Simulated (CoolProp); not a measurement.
A simple Rankine cycle with carbonyl sulfide: condensing at 321.15 K, boiler at 4.83 MPa, turbine inlet 402.7 K, turbine efficiency 0.8, pump efficiency 0.8, no recuperator. Each further row changes one setting.

Model: reference Helmholtz-energy equation of state, Lemmon 2006, in CoolProp. It is a short technical equation, of lower accuracy than the large ones.

```
case                             thermal efficiency (%)  net work (kJ/kg)  heat in (kJ/kg)  turbine exit temperature (K)  volume ratio over the turbine
-------------------------------  ----------------------  ----------------  ---------------  ----------------------------  -----------------------------
as stated                                           8.3              21.6              260                           [?]                           2.07
turbine inlet 422.7 K                               8.7              24.4              282                         363.5                           2.05
condensing temperature 313.15 K                     [?]              26.4              271                         331.7                           2.43
boiler pressure 3.38 MPa                            [?]              14.2              [?]                           [?]                            [?]
turbine efficiency 0.7                              7.1              18.5              260                         346.4                           2.11
```

Question: Complete the blanks.

Answer: 
- as stated, turbine exit temperature (K): 343.1
- condensing temperature 313.15 K, thermal efficiency (%): 9.7
- boiler pressure 3.38 MPa, thermal efficiency (%): 5.1
- boiler pressure 3.38 MPa, heat in (kJ/kg): 279
- boiler pressure 3.38 MPa, turbine exit temperature (K): 371.3
- boiler pressure 3.38 MPa, volume ratio over the turbine: 1.48
